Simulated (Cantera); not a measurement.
A perfectly stirred reactor is fed with NH3 : H2 : N2 = 1 : 22 : 0.12 (molar parts), at 0.560 bar; it is held at 2348 K, and followed from long to short residence time.

Model: the gas-phase N/H chemistry of the illustrative SiF4/NH3 mechanism in the Surface Chemkin manual (1991), integrated in Cantera. Walls and surfaces, which speed up NH3 decomposition in real reactors, are not modelled.

**Question.** Predict: x(NH3) at τ = 19.0 s; x(H2) at τ = 19.0 s; x(H) at τ = 19.0 s; x(NH) at τ = 19.0 s; x(N) at τ = 19.0 s; x(NH3) at τ = 0.290 s; x(H2) at τ = 0.290 s; x(H) at τ = 0.290 s; x(NH) at τ = 0.290 s; x(N) at τ = 0.290 s.

**Answer.** 
```json
{
  "x(NH3) at τ = 19.0 s": "5.63e-5",
  "x(H2) at τ = 19.0 s": "0.958",
  "x(H) at τ = 19.0 s": "0.0163",
  "x(NH) at τ = 19.0 s": "1.07e-6",
  "x(N) at τ = 19.0 s": "7.53e-7",
  "x(NH3) at τ = 0.290 s": "0.000478",
  "x(H2) at τ = 0.290 s": "0.958",
  "x(H) at τ = 0.290 s": "0.0158",
  "x(NH) at τ = 0.290 s": "8.59e-6",
  "x(N) at τ = 0.290 s": "5.85e-6"
}
```
